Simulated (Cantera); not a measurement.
Feed: 1 mol SiH4, 33 mol N2, at 1802 °C and 100 Torr.

Cantera equilibrium calculation (NASA polynomials, part measured and part estimated; ideal gas, pure solids and liquids). Candidate condensed phases: Si, Si3N4; 18 gas species. The tables' values for SiN are old estimates; treat these amounts as uncertain. Kinetics and transport are ignored.

Base state: N2 0.941, H2 0.0562, H 0.00173, Si 0.000764, Si2N 7.28e-5, SiN 5.93e-5, SiH 3.79e-5 (mole fractions); condensed: Si(l).

Q: What changes in the equilibrium state with this change: 0.34 mol Cl2 added?

A: 
```json
[
 {"species": "N2", "before": "0.941", "after": "0.932"},
 {"species": "H2", "before": "0.0562", "after": "0.0506"},
 {"species": "HCl", "before": "0", "after": "0.00999"},
 {"species": "SiCl2", "before": "0", "after": "0.00434"},
 {"species": "SiCl", "before": "0", "after": "0.000260"},
 {"species": "Cl", "before": "0", "after": "0.000239"},
 {"species": "SiCl3", "before": "0", "after": "1.25e-5"},
 {"species": "SiH", "before": "3.79e-5", "after": "3.60e-5"},
 {"species": "H", "before": "0.00173", "after": "0.00164"},
 {"species": "Si(l), mol", "before": "0.964", "after": "0.800"}
]
```
The tables' values for SiCl, SiN, SiCl3 are old estimates; treat these amounts as uncertain. Further candidate phases: NH4Cl.
